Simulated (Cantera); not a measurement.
Mixture: CH₄ : O₂ : N₂ = 1 : 2.47 : 9.28 (molar parts), equivalence ratio 0.81, at 101000 Pa, adiabatic and at constant volume. Ignition delay is the time to a rise of 400 K.

Cantera simulation using GRI-Mech 3.0 (53 species, 325 reactions); the numbers are that mechanism's predictions, not measurements.

### Question
At T0 = 1500 K, what is the delay, and which 7 reactions control it most (d ln τ / d ln k, from doubling and halving each rate constant)?

### Answer
The delay is 1.02 ms.
```csv
reaction,d ln τ / d ln k,faster rate
CH3 + O2 <=> CH3O + O,-0.47,shortens it
2 CH3 (+M) <=> C2H6 (+M),0.33,lengthens it
H + O2 <=> O + OH,-0.32,shortens it
CH4 + H <=> CH3 + H2,0.26,lengthens it
CH3 + O2 <=> CH2O + OH,-0.17,shortens it
CH3 + HO2 <=> CH3O + OH,-0.16,shortens it
2 CH3 <=> C2H5 + H,-0.12,shortens it
```
